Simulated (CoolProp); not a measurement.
Vapour pressure (MPa) of R1233zd(E): the reference equation beside estimates from Tc = 438.9 K, pc = 3.583 MPa, ω = 0.304. Clausius-Clapeyron is anchored at 299.3 K with a constant enthalpy of vaporisation of 24.84 kJ/mol.

Model: reference Helmholtz-energy equation of state, Akasaka 2022, in CoolProp.

| T (K) | reference | Lee-Kesler | Clausius-Clapeyron | van der Waals | Redlich-Kwong | Soave-Redlich-Kwong | Peng-Robinson |
|---|---|---|---|---|---|---|---|
| 286.5 | 0.08433 | 0.08337 | 0.08692 | 0.4982 | 0.1689 | 0.08353 | 0.08416 |
| 299.3 | 0.1358 | 0.1352 | 0.1358 | 0.6280 | 0.2504 | 0.1352 | 0.1353 |
| 312.1 | 0.2090 | 0.2092 | 0.2044 | 0.7782 | 0.3575 | 0.2090 | 0.2081 |
| 324.9 | 0.3094 | 0.3109 | 0.2981 | 0.9500 | 0.4940 | 0.3109 | 0.3083 |
| 337.7 | 0.4433 | 0.4462 | 0.4224 | 1.145 | 0.6638 | 0.4470 | 0.4420 |
| 350.5 | 0.6170 | 0.6212 | 0.5834 | 1.363 | 0.8707 | 0.6241 | 0.6161 |
| 363.3 | 0.8376 | 0.8428 | 0.7878 | 1.606 | 1.118 | 0.8493 | 0.8378 |
| 376.1 | 1.113 | 1.118 | 1.042 | 1.874 | 1.410 | 1.130 | 1.115 |
| 388.9 | 1.451 | 1.456 | 1.354 | 2.169 | 1.749 | 1.474 | 1.456 |
| 401.6 | 1.858 | 1.861 | 1.726 | 2.488 | 2.135 | 1.887 | 1.867 |
| 414.4 | 2.351 | 2.353 | 2.171 | 2.837 | 2.578 | 2.382 | 2.364 |
| 427.2 | 2.941 | 2.943 | 2.695 | 3.214 | 3.077 | 2.966 | 2.954 |

Absolute difference from the reference over all 12 rows, mean and median: Lee-Kesler 0.4 and 0.4 %, Clausius-Clapeyron 5.1 and 5.7 %, van der Waals 157.1 and 106.3 %, Redlich-Kwong 43.0 and 37.3 %, Soave-Redlich-Kwong 1.0 and 1.0 %, Peng-Robinson 0.3 and 0.4 %.
